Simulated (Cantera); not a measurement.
Charge: 1 mol MgO, 13 mol CO, at 950 K and 0.0825 Torr.

Equilibrium computed with Cantera from the NASA thermochemical tables; the gas is ideal and each condensed phase is pure. Candidate condensed phases: C, Mg, MgCO3, MgO; 15 gas species. The numbers say what is thermodynamically allowed, not how fast it happens.

Base state: CO 1.000, CO2 0.000184 (mole fractions); condensed: C(graphite) + MgO(s).

What changes in the equilibrium state with this change: MgO replaced by PbO?


```csv
species,before,after
CO,1.000,0.881
CO2,0.000184,0.0734
Pb,0,0.0457
"C(graphite), mol",0.00239,0
"MgO(s), mol",1.00,0
"Pb(l), mol",0,0.377
```
Further candidate phases: Pb, PbO, PbO2, Pb3O4.
